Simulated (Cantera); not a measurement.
An adiabatic, constant-pressure homogeneous reactor starts with 9.84 % CH4, 17.9 % O2, 67.3 % N2, 4.92 % CO2, equivalence ratio 1.1, at 1648 K and 2100 Torr.

Cantera simulation using GRI-Mech 3.0 (53 species, 325 reactions); the numbers are that mechanism's predictions, not measurements.

x: mole fraction; the columns are a selection and need not sum to one.

```tsv
t (s)	T (K)	x CH4	x O2	x C2H4	x O	x N2O	x C2H
3.00e-6	1648	0.0984	0.179	1.26e-9	5.56e-8	2.23e-11	<1e-12
1.11e-5	1648	0.0984	0.179	1.18e-7	1.34e-7	2.26e-10	<1e-12
4.13e-5	1648	0.0977	0.179	(withheld)	(withheld)	(withheld)	<1e-12
0.000153	2115	0.0205	0.0995	0.00264	0.000432	1.39e-7	4.32e-6
0.000569	2812	<1e-12	0.0155	<1e-12	0.00426	6.55e-7	<1e-12
0.00211	2804	<1e-12	0.0141	<1e-12	0.00393	7.19e-7	<1e-12
0.00783	2803	<1e-12	0.0140	<1e-12	0.00391	7.24e-7	<1e-12
0.0291	2803	<1e-12	0.0140	<1e-12	0.00391	7.24e-7	<1e-12
0.108	2803	<1e-12	0.0140	<1e-12	0.00391	7.24e-7	<1e-12
0.400	2803	<1e-12	0.0140	<1e-12	0.00391	7.24e-7	<1e-12
```

Question: Some entries are withheld; supply them.

Answer: 
- 4.13e-5, x C2H4: 1.45e-5
- 4.13e-5, x O: 6.67e-7
- 4.13e-5, x N2O: 1.89e-9
